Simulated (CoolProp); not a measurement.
Properties of trans-2-butene along the isobar 114 bar (Tc = 428.6 K, pc = 40.19 bar, ω = 0.210).

The numbers come from the reference Helmholtz-energy equation of state, Lemmon 2005 in CoolProp. It is a short technical equation, of lower accuracy than the large ones.

| T (K) | phase | speed of sound (m/s) | expansivity (1/kK) |
|---|---|---|---|
| 226 | liquid | 1391 | 1.404 |
| 244.1 | liquid | 1298 | 1.455 |
| 262.2 | liquid | 1208 | 1.518 |
| 280.3 | liquid | 1120 | 1.596 |
| 298.4 | liquid | 1035 | 1.692 |
| 316.5 | liquid | 952.3 | 1.811 |
| 334.6 | liquid | 871.5 | 1.958 |
| 352.8 | liquid | 792.2 | 2.143 |
| 370.9 | liquid | 715.0 | 2.378 |
| 389 | liquid | 639.6 | 2.682 |
| 407.1 | liquid | 566.1 | 3.083 |
| 425.2 | liquid | 495.1 | 3.623 |
| 443.3 | supercritical | 427.8 | 4.352 |
| 461.4 | supercritical | 366.5 | 5.307 |
